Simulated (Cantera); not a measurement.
A Cantera script and what it prints.

```python
import numpy as np
import cantera as ct

gas_names = """
    H HO2 H2 H2O H2O2 O OH O2 O3 Pb PbO Pb2
""".split()
cond_names = """
    H2O(s) H2O(L) Pb(cr) Pb(L) PbO(rd) PbO(yw) PbO(L) PbO2(s) Pb3O4(s)
""".split()


# ... load() reads the species with a 1 bar reference pressure and builds the phases ...
atoms = {
    'PbO': {'Pb': 1, 'O': 1},
    'O2': {'O': 2},
    'H2': {'H': 2},
}
top_T = {'Pb3O4(s)': 820}  # K; cautious upper limits of use, not melting points


# ... equilibrate(T, P, feed) seeds the gas with the atoms and calls Mixture.equilibrate('TP', solver="vcs", rtol=1e-11, max_steps=5000) ...
results = []
T = 975  # K
P = 10000  # Pa
for m in [0.17, 0.32, 0.58, 1.1, 1.9, 3.5, 6.4, 12, 21]:
    feed = {'PbO': 1, 'O2': 2.3, 'H2': m}  # mol
    mix = equilibrate(T, P, feed)
    results.append((T, P, feed, dict(zip(mix.species_names, mix.species_moles))))

top = {s: max(r[3][s] / sum(r[3][g] for g in gas_names) for r in results) for s in gas_names}
cols = sorted((s for s in top if top[s] > 1e-06), key=lambda s: -top[s])[:7]
seen = [c for c in cond_names if any(r[3].get(c, 0) > 1e-12 for r in results)]
print("log10 of partial pressures in bar; condensed amounts in mol")
print(f"{'n(H2)':>10s}" + "".join(f"{s[:9]:>10s}" for s in cols + seen))
for T, P, feed, n in results:
    ng = sum(n[g] for g in gas_names)
    print(f"{feed['H2']:10.4g}" + "".join(f"{np.log10(max(n[s] / ng * P / 1e5, 1e-99)):10.3f}" for s in cols)
          + "".join(f"{n.get(c, 0):10.4g}" for c in seen))
```

Output:

```
log10 of partial pressures in bar; condensed amounts in mol
     n(H2)        O2       H2O        H2        Pb       PbO     Pb(L)   PbO(yw)
      0.17    -1.032    -2.147   -12.021   -11.040    -6.887         0         1
      0.32    -1.061    -1.886   -11.746   -11.026    -6.887         0         1
      0.58    -1.110    -1.650   -11.485   -11.001    -6.887         0         1
       1.1    -1.212    -1.413   -11.198   -10.950    -6.887         0         1
       1.9    -1.382    -1.233   -10.933   -10.866    -6.887         0         1
       3.5    -1.867    -1.063   -10.520   -10.623    -6.887         0         1
       6.4   -19.091    -1.058    -1.903    -5.038    -9.914    0.9994         0
        12   -20.897    -1.331    -1.273    -5.038   -10.817    0.9989         0
        21   -21.659    -1.574    -1.135    -5.038   -11.198    0.9981         0
```

Method: chemical equilibrium by Gibbs-energy minimisation in Cantera with the NASA 1993 tables (ideal gas, pure condensed phases).
